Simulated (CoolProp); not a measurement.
Benzene along the isobar 6.27 MPa: Z from the reference equation and from simpler models built on Tc = 562.0 K, pc = 4.906 MPa, ω = 0.211; each cubic takes its own stable root.

Model: reference Helmholtz-energy equation of state, Thol 2012, in CoolProp.

```
T (K)          phase  reference
-----  -------------  ---------
436           liquid     0.1861
446.2         liquid     0.1851
456.5         liquid     0.1844
466.8         liquid     0.1841
477.1         liquid     0.1840
487.3         liquid     0.1844
497.6         liquid     0.1852
507.9         liquid     0.1865
518.2         liquid     0.1886
528.4         liquid     0.1916
538.7         liquid     0.1959
549           liquid     0.2024
559.3         liquid     0.2128
569.5  supercritical     0.2319
```

How far does each simpler model (van der Waals, Redlich-Kwong, Soave-Redlich-Kwong, Peng-Robinson) lie from the reference over these 14 states: mean and median of the absolute difference, and the worst?


- van der Waals: mean 53.6 %, median 55.3 %, worst +57.9 % at 436 K and 6.27 MPa
- Redlich-Kwong: mean 16.9 %, median 16.4 %, worst +21.9 % at 559.3 K and 6.27 MPa
- Soave-Redlich-Kwong: mean 14.3 %, median 13.0 %, worst +23.5 % at 569.5 K and 6.27 MPa
- Peng-Robinson: mean 3.8 %, median 2.8 %, worst +12.5 % at 569.5 K and 6.27 MPa
